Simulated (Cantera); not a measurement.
A closed system holds: 1 mol CO, 30 mol H2, 0.036 mol H2O, held at 1 atm.

Equilibrium computed with Cantera from the NASA thermochemical tables; the gas is ideal and each condensed phase is pure. Candidate condensed phases: C, C6H6, C7H8, C8H18, H2O; 131 gas species. Ions and electrons are included (thermal ionisation). Kinetics and transport are ignored.

x: gas mole fraction; nothing condenses.

```tsv
T (°C)	x H	x H2	x CO	x O	x C	x H2O
2727	0.143	0.826	0.0299	6.11e-6	1.09e-8	0.00101
3227	?	?	?	?	?	?
3727	0.753	0.226	0.0201	0.000403	6.73e-6	0.000111
4227	0.911	?	?	?	?	?
4727	0.959	0.0225	0.0157	0.00157	0.00103	2.00e-6
```

Task: Some entries are withheld; supply them.

Result: 
- 3227, x H: 0.432
- 3227, x H2: 0.542
- 3227, x CO: 0.0253
- 3227, x O: 0.000100
- 3227, x C: 3.01e-7
- 3227, x H2O: 0.000589
- 4227, x H2: 0.0704
- 4227, x CO: 0.0174
- 4227, x O: 0.000669
- 4227, x C: 0.000140
- 4227, x H2O: 1.04e-5
